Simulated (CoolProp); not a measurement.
Methane along the isotherm 315.6 K: fugacity coefficient from the reference equation and from simpler models built on Tc = 190.6 K, pc = 4.599 MPa, ω = 0.011; each cubic takes its own stable root.

Model: reference Helmholtz-energy equation of state, Setzmann 1991, in CoolProp.

```csv
p (MPa),phase,reference
0.46,gas,0.9936
0.92,gas,0.9873
1.38,gas,0.9810
1.84,gas,0.9748
2.3,gas,0.9687
2.76,gas,0.9627
3.22,gas,0.9568
3.68,gas,0.9509
4.14,gas,0.9451
4.6,supercritical,0.9394
5.06,supercritical,0.9337
5.52,supercritical,0.9282
5.98,supercritical,0.9227
6.44,supercritical,0.9173
6.9,supercritical,0.9120
```

**Question.** How far does each simpler model (van der Waals, Redlich-Kwong, Soave-Redlich-Kwong) lie from the reference over these 15 states: mean and median of the absolute difference, and the worst?

**Answer.** 
- van der Waals: mean 1.2 %, median 1.2 %, worst -2.4 % at 315.6 K and 6.9 MPa
- Redlich-Kwong: mean 0.3 %, median 0.3 %, worst -0.5 % at 315.6 K and 6.9 MPa
- Soave-Redlich-Kwong: mean 0.3 %, median 0.2 %, worst +0.5 % at 315.6 K and 6.9 MPa
